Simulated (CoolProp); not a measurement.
The fluid at 298.15 K and 1.69 MPa is throttled through a valve to 0.769 MPa with no heat exchange. The same conditions are run with several fluids, on thermodynamics alone (safety and materials aside).

Model: reference Helmholtz-energy equation of state of each fluid (c-C4F8 (RC318): Platzer 1990; 1,2-dichloroethane: Thol 2015; R114: Platzer 1990; R407C: Lemmon 2003; R141b: Lemmon 2006), in CoolProp. The equations of Platzer and Polt are older, rougher fits. Blends and air are pseudo-pure fits.

Rank c-C4F8 (RC318), 1,2-dichloroethane, R114, R407C, R141b by temperature change (K), highest first.

1,2-dichloroethane (+0.4), R141b (+0.3), R114 (+0.2), c-C4F8 (RC318) (+0.1), R407C (-14.7)

```json
[
 {"fluid": "c-C4F8 (RC318)", "final phase": "liquid", "final density (kg/m³)": "1500"},
 {"fluid": "1,2-dichloroethane", "final phase": "liquid", "final density (kg/m³)": "1250"},
 {"fluid": "R114", "final phase": "liquid", "final density (kg/m³)": "1460"},
 {"fluid": "R407C", "final phase": "two-phase, vapour fraction 0.112", "final density (kg/m³)": "240"},
 {"fluid": "R141b", "final phase": "liquid", "final density (kg/m³)": "1230"}
]
```
